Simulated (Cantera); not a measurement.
An adiabatic, constant-pressure homogeneous reactor starts with CH₄ : O₂ : N₂ = 1 : 4 : 15 (molar parts), at 1125 K and 3750 Torr. Integrator tolerance rtol = 1e-08.

Model: GRI-Mech 3.0 (53 species, 325 reactions), integrated in Cantera.

Q: What does this change do: pressure from 3750 Torr to 7500 Torr?

A: 
```csv
quantity,before,after
time of steepest temperature rise,19.7 ms,9.57 ms
temperature at 0.400 s,2155 K,2157 K
equilibrium temperature,2154 K,2156 K
x(CH₄) at 0.400 s,<1e-12 (gas-phase equilibrium <1e-12),<1e-12 (gas-phase equilibrium <1e-12)
x(O₂) at 0.400 s,0.0960 (gas-phase equilibrium 0.0957),0.0958 (gas-phase equilibrium 0.0957)
x(OH) at 0.400 s,0.00227 (gas-phase equilibrium 0.00225),0.00192 (gas-phase equilibrium 0.00192)
x(H₂O) at 0.400 s,0.0986 (gas-phase equilibrium 0.0986),0.0989 (gas-phase equilibrium 0.0989)
x(CO₂) at 0.400 s,0.0496 (gas-phase equilibrium 0.0496),0.0497 (gas-phase equilibrium 0.0497)
x(NO₂) at 0.400 s,1.39e-5 (gas-phase equilibrium 1.53e-5),2.12e-5 (gas-phase equilibrium 2.17e-5)
```

Q: What does this change do: initial temperature 1125 to 1575 K?

A: 
```json
[
 {"quantity": "time of steepest temperature rise", "before": "19.7 ms", "after": "0.134 ms"},
 {"quantity": "temperature at 0.400 s", "before": "2155 K", "after": "2502 K"},
 {"quantity": "equilibrium temperature", "before": "2154 K", "after": "2502 K"},
 {"quantity": "x(CH₄) at 0.400 s", "before": "<1e-12 (gas-phase equilibrium <1e-12)", "after": "<1e-12 (gas-phase equilibrium <1e-12)"},
 {"quantity": "x(O₂) at 0.400 s", "before": "0.0960 (gas-phase equilibrium 0.0957)", "after": "0.0910 (gas-phase equilibrium 0.0910)"},
 {"quantity": "x(OH) at 0.400 s", "before": "0.00227 (gas-phase equilibrium 0.00225)", "after": "0.00771 (gas-phase equilibrium 0.00771)"},
 {"quantity": "x(H₂O) at 0.400 s", "before": "0.0986 (gas-phase equilibrium 0.0986)", "after": "0.0946 (gas-phase equilibrium 0.0946)"},
 {"quantity": "x(CO₂) at 0.400 s", "before": "0.0496 (gas-phase equilibrium 0.0496)", "after": "0.0471 (gas-phase equilibrium 0.0471)"},
 {"quantity": "x(NO₂) at 0.400 s", "before": "1.39e-5 (gas-phase equilibrium 1.53e-5)", "after": "1.92e-5 (gas-phase equilibrium 1.92e-5)"}
]
```
